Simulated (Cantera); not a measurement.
Charge: 1 mol CaO, 16 mol HBr, 2 mol O2, equilibrated at 1330 Pa.

These are equilibrium values from Cantera (NASA tables, ideal gas, pure condensed phases), not measurements of a reactor. Candidate condensed phases: Br2, Ca, CaBr2, CaO, Ca(OH)2, H2O; 19 gas species. The numbers say what is thermodynamically allowed, not how fast it happens.

Question: At 1477 °C, list the 7 most abundant gas species with their mole fractions, and the condensed phases.

Answer: Br 0.402, HBr 0.292, H2O 0.249, CaBr2 0.0499, H2 0.00428, Br2 0.00244, OH 0.000449. Condensed: gas only.
